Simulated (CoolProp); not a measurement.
A Linde-Hampson liquefier for dry air: isothermal reversible compression at 280 K from 1 atm to 15 MPa, throttling to 1 atm, return gas leaving the recuperator 5 K below the feed. Each further row changes one setting.

The numbers come from the reference Helmholtz-energy equation of state, Lemmon 2000 in CoolProp. It is a pseudo-pure fit of the blend.

```
case                        liquid yield per pass  compression work (kJ/kg of gas)
--------------------------  ---------------------  -------------------------------
as stated                                   0.070                              398
high pressure 30 MPa                   (withheld)                       (withheld)
warm-end temperature 310 K             (withheld)                       (withheld)
warm-end gap 10 K                      (withheld)                              398
```

Q: What belongs in the gaps?

A: 
- high pressure 30 MPa, liquid yield per pass: 0.110
- high pressure 30 MPa, compression work (kJ/kg of gas): 455
- warm-end temperature 310 K, liquid yield per pass: 0.049
- warm-end temperature 310 K, compression work (kJ/kg of gas): 444
- warm-end gap 10 K, liquid yield per pass: 0.058
